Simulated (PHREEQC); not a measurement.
Solution (90 °C): 0.019 mol/kgw MgCl2, 4.5e-05 mol/kgw Na2SO4 and 2.9e-07 mol/kgw H4SiO4. Closed to the air; pH follows from the charge balance.

The numbers come from PHREEQC with the ion-association model, phreeqc.dat.

Q: The ionic strength comes out as 0.0570 mol/kgw. What activity coefficients do SO4-2, H+, Cl-, MgOH+, Na+ get?

A: SO4-2 0.40, H+ 0.83, Cl- 0.78, MgOH+ 0.81, Na+ 0.79.

This is a speciation only: nothing precipitates in the calculation. Constants without temperature data keep their 25 °C values here.
